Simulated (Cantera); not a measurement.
Charge: 1 mol Si, 0.33 mol O2, 3 mol N2, held at 5.80e-5 bar.

These are equilibrium values from Cantera (NASA tables, ideal gas, pure condensed phases), not measurements of a reactor. Candidate condensed phases: Si, SiO2, Si2N2O, Si3N4; 16 gas species. N2 is the only nitrogen source here; it is nearly inert below about 1500 K, so the nitride shown seldom forms there in practice. Mutual solubility and eutectic melting of coexisting phases are not modelled. The tables hold silica as quartz up to 1696 K and as liquid above; real silica turns to tridymite and cristobalite and melts near 1996 K. Kinetics and transport are ignored.

Question: Which condensed phases are stable at each of these points (T (°C)): 652, 752, 852, 952, 1052, 1152, 1252, 1352, 1452, 1552, 1652, 1752, 1852?

Answer: 
```tsv
T (°C)	condensed phases	Si condensed (%)
652	SiO2(β-quartz) + Si2N2O(s)	100.0
752	SiO2(β-quartz) + Si2N2O(s)	100.0
852	SiO2(β-quartz) + Si2N2O(s)	100.0
952	SiO2(β-quartz) + Si2N2O(s)	100.0
1052	SiO2(β-quartz) + Si2N2O(s)	98.8
1152	Si2N2O(s)	68.0
1252	Si2N2O(s)	67.9
1352	Si(s)	32.9
1452	Si(l)	27.3
1552	Si(l)	1.9
1652	gas only	0.0
1752	gas only	0.0
1852	gas only	0.0
```

From 652 °C to 1052 °C the condensed part is SiO2(β-quartz) + Si2N2O(s). From 1152 °C to 1252 °C the condensed part is Si2N2O(s). At 1352 °C the condensed part is Si(s). From 1452 °C to 1552 °C the condensed part is Si(l). From 1652 °C to 1852 °C nothing is condensed.
